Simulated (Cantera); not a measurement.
# MgO + HCl + N₂ (chemical vapour transport)

Input: 1 mol MgO, 0.42 mol HCl, 0.33 mol N₂, equilibrated at 13.3 mbar.

Method: chemical equilibrium by Gibbs-energy minimisation in Cantera with the NASA 1993 tables (ideal gas, pure condensed phases). Candidate condensed phases: H₂O, Mg, MgCl₂, MgO, Mg(OH)₂, NH₄Cl; 38 gas species. Rates play no part.

```tsv
T (K)	log p HCl	log p N₂	log p MgCl₂	log p H₂O	n MgO(s)
1023	-2.13	-2.23	-4.41	-4.41	0.998
1073	-2.13	-2.23	-4.24	-4.24	0.997
1123	-2.14	-2.23	-4.09	-4.09	0.995
1173	-2.14	-2.23	-3.95	-3.95	0.994
1223	-2.14	-2.23	-3.82	-3.82	0.992
1273	-2.15	-2.23	-3.71	-3.71	0.989
1323	-2.16	-2.23	-3.61	-3.61	0.986
1373	-2.16	-2.23	-3.51	-3.51	0.983
1423	-2.17	-2.23	-3.43	-3.43	0.979
1473	-2.18	-2.23	-3.35	-3.35	0.975
1523	-2.19	-2.23	-3.28	-3.28	0.971
1573	-2.21	-2.23	-3.22	-3.22	0.966
1623	-2.22	-2.23	-3.16	-3.16	0.961
```
log p: log10 of the partial pressure in bar; n: condensed amount in mol.

From 1023 K to 1623 K the condensed part is MgO(s). The main Mg-bearing gas is MgCl₂ throughout. The share of Mg in condensed phases is highest at 1023 K (99.8 %) and lowest at 1623 K (96.1 %).
